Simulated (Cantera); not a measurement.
Ignition delay

Mixture: 6.32 % CH4, 20.4 % O2, 73.3 % N2, at 1000000 Pa, adiabatic and at constant volume. Ignition delay is the time to a rise of 400 K.

Model: GRI-Mech 3.0 (53 species, 325 reactions), integrated in Cantera.

| T0 (K) | delay (ms) |
|---|---|
| 1150 | 6.78 |
| 1250 | 1.93 |
| 1350 | 0.627 |
| 1450 | 0.227 |
| 1550 | 0.0906 |
| 1650 | 0.0397 |
| 1750 | 0.0191 |
| 1850 | 0.01000 |

| Item | Result |
|---|---|
| apparent activation energy between 1650 and 1850 K | 180 kJ/mol |
